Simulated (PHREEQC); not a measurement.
Consider water at 25 °C with 0.00099 mol/kgw MnSO4, 0.013 mol/kgw CuCl2 and 7e-05 mol/kgw NaF. It is in equilibrium with CO2 at log p = -3.4 (atm). Otherwise closed; pH follows from the charge balance.

Computed with PHREEQC (ion-association model, wateq4f.dat).

Each row changes one thing in this solution. Precipitation was switched off in this run.

```json
[
 {"case": "as made", "pH": "4.71", "ionic strength (mol/kgw)": "0.0405", "Mn+2 (mol/kgw)": "0.000918", "SO4-2 (mol/kgw)": "0.000598", "MnCl+ (mol/kgw)": "4.79e-5", "MnSO4 (mol/kgw)": "2.41e-5", "SI of Rhodochrosite (MnCO3)": "-4.33", "SI of Pyrochroite (Mn(OH)2)": "-9.11"},
 {"case": "CuCl2 replaced by MnCl2 at the same molality", "pH": "5.52", "ionic strength (mol/kgw)": "0.0402", "Mn+2 (mol/kgw)": "0.0129", "SO4-2 (mol/kgw)": "0.000631", "MnCl+ (mol/kgw)": "0.000671", "MnSO4 (mol/kgw)": "0.000359", "SI of Rhodochrosite (MnCO3)": "-1.56", "SI of Pyrochroite (Mn(OH)2)": "-6.34"},
 {"case": "NaF left out", "pH": "4.70", "ionic strength (mol/kgw)": "0.0404", "Mn+2 (mol/kgw)": "0.000918", "SO4-2 (mol/kgw)": "0.000598", "MnCl+ (mol/kgw)": "4.79e-5", "MnSO4 (mol/kgw)": "2.41e-5", "SI of Rhodochrosite (MnCO3)": "-4.34", "SI of Pyrochroite (Mn(OH)2)": "-9.13"},
 {"case": "CuCl2 replaced by MgCl2 at the same molality", "pH": "5.59", "ionic strength (mol/kgw)": "0.0412", "Mn+2 (mol/kgw)": "0.000918", "SO4-2 (mol/kgw)": "0.000562", "MnCl+ (mol/kgw)": "4.85e-5", "MnSO4 (mol/kgw)": "2.24e-5", "SI of Rhodochrosite (MnCO3)": "-2.56", "SI of Pyrochroite (Mn(OH)2)": "-7.34"},
 {"case": "MnSO4 from 0.00099 to 0.00148 mol/kgw", "pH": "4.72", "ionic strength (mol/kgw)": "0.0416", "Mn+2 (mol/kgw)": "0.00136", "SO4-2 (mol/kgw)": "0.000894", "MnCl+ (mol/kgw)": "7.02e-5", "MnSO4 (mol/kgw)": "5.24e-5", "SI of Rhodochrosite (MnCO3)": "-4.15", "SI of Pyrochroite (Mn(OH)2)": "-8.93"}
]
```

Some of these states are supersaturated (in Atacamite, Brochantite, Antlerite, for instance).
